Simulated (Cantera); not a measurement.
Cantera run, input and output.

```python
import numpy as np
import cantera as ct

gas = ct.Solution("gri30.yaml")
gas.TPX = 1275, 1600000, {'CH3OH': 1, 'O2': 2.14, 'N2': 8.06, 'H2': 0.56}
reactor = ct.IdealGasReactor(gas, energy="on", clone=False)
net = ct.ReactorNet([reactor])
net.rtol, net.atol = 1e-08, 1e-16
show = ['CH3OH', 'O2', 'H2', 'HCN', 'C2H6', 'H']
times = np.geomspace(2e-06, 4, 12)

steps = ct.SolutionArray(gas, extra=["t"])
rows = []
print(f"{'t/s':>10s}{'T/K':>9s}{'P/Pa':>11s}" + "".join(f"{s:>11s}" for s in show))
for t in times:
    while net.time < t:
        t_next = net.step()
        steps.append(gas.state, t=t_next)
    rows.append([np.interp(t, steps.t, y) for y in (steps.T, steps.P, *steps(*show).X.T)])
    print(f"{t:10.3e}{rows[-1][0]:9.1f}{rows[-1][1]:11.4g}" + "".join(f"{x:11.3e}" for x in rows[-1][2:]))
rate = np.gradient(steps.T, steps.t)
print("integrator steps:", len(steps.t))
if steps.T.max() > steps.T[0] + 200:
    print(f"time of steepest temperature rise: {steps.t[rate.argmax()]:.4e} s")
gas.TPX = 1275, 1600000, {'CH3OH': 1, 'O2': 2.14, 'N2': 8.06, 'H2': 0.56}
gas.equilibrate("UV")
print(f"equilibrium (UV): T = {gas.T:.1f} K  " + "  ".join(f"{s} {gas[s].X[0]:.3e}" for s in show))
```

It prints:

```
       t/s      T/K       P/Pa      CH3OH         O2         H2        HCN       C2H6          H
 2.000e-06   1275.0    1.6e+06  8.503e-02  1.820e-01  4.762e-02  4.111e-19  6.478e-12  1.559e-09
 7.479e-06   1275.0    1.6e+06  8.503e-02  1.820e-01  4.762e-02  1.736e-18  5.659e-11  1.867e-09
 2.797e-05   1275.0    1.6e+06  8.501e-02  1.820e-01  4.762e-02  8.725e-18  2.462e-10  3.455e-09
 1.046e-04   1275.6  1.601e+06  8.473e-02  1.818e-01  4.768e-02  1.277e-16  7.640e-10  3.062e-08
 3.911e-04   2968.7  3.871e+06  1.114e-14  2.929e-02  7.337e-03  3.690e-09  7.931e-27  1.987e-03
 1.463e-03   2967.9   3.87e+06  1.116e-14  2.911e-02  7.342e-03  3.756e-09  7.971e-27  1.983e-03
 5.470e-03   2967.9   3.87e+06  1.116e-14  2.911e-02  7.342e-03  3.756e-09  7.971e-27  1.983e-03
 2.045e-02   2967.9   3.87e+06  1.116e-14  2.911e-02  7.342e-03  3.756e-09  7.971e-27  1.983e-03
 7.649e-02   2967.9   3.87e+06  1.116e-14  2.911e-02  7.342e-03  3.756e-09  7.971e-27  1.983e-03
 2.860e-01   2967.9   3.87e+06  1.116e-14  2.911e-02  7.342e-03  3.756e-09  7.971e-27  1.983e-03
 1.070e+00   2967.9   3.87e+06  1.116e-14  2.911e-02  7.342e-03  3.756e-09  7.971e-27  1.983e-03
 4.000e+00   2967.9   3.87e+06  1.116e-14  2.911e-02  7.342e-03  3.756e-09  7.971e-27  1.983e-03
integrator steps: 2088
time of steepest temperature rise: 2.2647e-04 s
equilibrium (UV): T = 2967.9 K  CH3OH 1.166e-14  O2 2.911e-02  H2 7.342e-03  HCN 3.756e-09  C2H6 1.193e-26  H 1.983e-03
```

Cantera simulation using GRI-Mech 3.0 (53 species, 325 reactions); the numbers are that mechanism's predictions, not measurements. GRI-Mech 3.0 was tuned for natural gas; its chemistry of methanol as a main component is partial and can be far from experiment. The pressure lies above the range GRI-Mech 3.0 was tuned for (to about 10 atm).
